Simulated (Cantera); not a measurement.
# Hydrocarbon pyrolysis for carbon deposition

An isothermal, constant-pressure homogeneous reactor starts with C2H6 : H2 = 0.25 : 20 (molar parts), at 1600 K and 1.01 bar.

Model: GRI-Mech 3.0 (53 species, 325 reactions), integrated in Cantera. GRI-Mech 3.0 stops at C3 and has no aromatics, soot or wall deposition, so with more carbon than oxygen in the feed, carbon stays in small species such as C2H2 where larger ones or solid carbon would form.

```json
[
 {"t (s)": "1.00e-5", "x C2H6": "0.00984", "x H2": "0.986", "x H": "0.000435", "x CH4": "0.00160", "x C2H4": "0.00138"},
 {"t (s)": "6.88e-5", "x C2H6": "0.000361", "x H2": "0.982", "x H": "0.000522", "x CH4": "0.0105", "x C2H4": "0.00536"},
 {"t (s)": "0.000473", "x C2H6": "1.04e-5", "x H2": "0.982", "x H": "9.88e-5", "x CH4": "0.0111", "x C2H4": "0.00339"},
 {"t (s)": "0.00325", "x C2H6": "3.11e-6", "x H2": "0.982", "x H": "5.91e-5", "x CH4": "0.0112", "x C2H4": "0.00126"},
 {"t (s)": "0.0224", "x C2H6": "1.66e-6", "x H2": "0.982", "x H": "5.64e-5", "x CH4": "0.0115", "x C2H4": "0.000627"},
 {"t (s)": "0.154", "x C2H6": "1.60e-6", "x H2": "0.981", "x H": "5.57e-5", "x CH4": "0.0128", "x C2H4": "0.000567"},
 {"t (s)": "1.06", "x C2H6": "1.51e-6", "x H2": "0.979", "x H": "5.41e-5", "x CH4": "0.0165", "x C2H4": "0.000393"},
 {"t (s)": "7.27", "x C2H6": "1.50e-6", "x H2": "0.979", "x H": "5.38e-5", "x CH4": "0.0173", "x C2H4": "0.000357"},
 {"t (s)": "50.0", "x C2H6": "1.50e-6", "x H2": "0.979", "x H": "5.38e-5", "x CH4": "0.0173", "x C2H4": "0.000357"}
]
```
x: mole fraction; the columns are a selection and need not sum to one.

Equilibrium at this temperature and pressure: C2H6 1.50e-6, H2 0.979, H 5.38e-5, CH4 0.0173, C2H4 0.000357 (gas phase only).
